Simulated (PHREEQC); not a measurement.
Solution (45 °C): 0.39 mol/kgw Na2SO4, 0.0016 mol/kgw Na2B4O7 and 0.45 mol/kgw MgCl2. Closed to the air; pH follows from the charge balance.

Model: Pitzer model, pitzer.dat, run in PHREEQC.

This is a speciation only: nothing precipitates in the calculation.

Order these B species by the share of B that they hold, largest first: B(OH)4-, MgB(OH)4+, B(OH)3.

B(OH)3 (53 %), B(OH)4- (26 %), MgB(OH)4+ (20 %)

The pH is 8.28 and the ionic strength 2.52 mol/kgw. Species that the database lacks are ignored. In brines, pH and single-ion activities rest on the MacInnes convention. Constants without temperature data keep their 25 °C values here.
